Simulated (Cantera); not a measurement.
An adiabatic, constant-volume homogeneous reactor starts with C3H8 : O2 : N2 = 1 : 8.2 : 30.8 (molar parts), equivalence ratio 0.61, at 1625 K and 1000000 Pa. Integrator tolerance rtol = 1e-08.

Computed with Cantera and GRI-Mech 3.0 (53 species, 325 reactions). GRI-Mech 3.0 was tuned for natural gas; its chemistry of propane as a main component is partial and can be far from experiment.

Q: What does this change do: initial temperature 1625 to 1200 K?

A: 
```tsv
quantity	before	after
time of steepest temperature rise	5.93 µs	1.49 ms
temperature at 0.200 s	2907 K	2675 K
equilibrium temperature	2907 K	2675 K
x(C3H8) at 0.200 s	<1e-12 (gas-phase equilibrium <1e-12)	<1e-12 (gas-phase equilibrium <1e-12)
x(O2) at 0.200 s	0.0670 (gas-phase equilibrium 0.0670)	0.0690 (gas-phase equilibrium 0.0690)
x(NO2) at 0.200 s	3.49e-5 (gas-phase equilibrium 3.49e-5)	3.51e-5 (gas-phase equilibrium 3.51e-5)
x(CH2O) at 0.200 s	2.37e-10 (gas-phase equilibrium 2.37e-10)	4.24e-11 (gas-phase equilibrium 4.24e-11)
x(CO) at 0.200 s	0.0126 (gas-phase equilibrium 0.0126)	0.00476 (gas-phase equilibrium 0.00476)
x(CO2) at 0.200 s	0.0595 (gas-phase equilibrium 0.0595)	0.0680 (gas-phase equilibrium 0.0680)
```
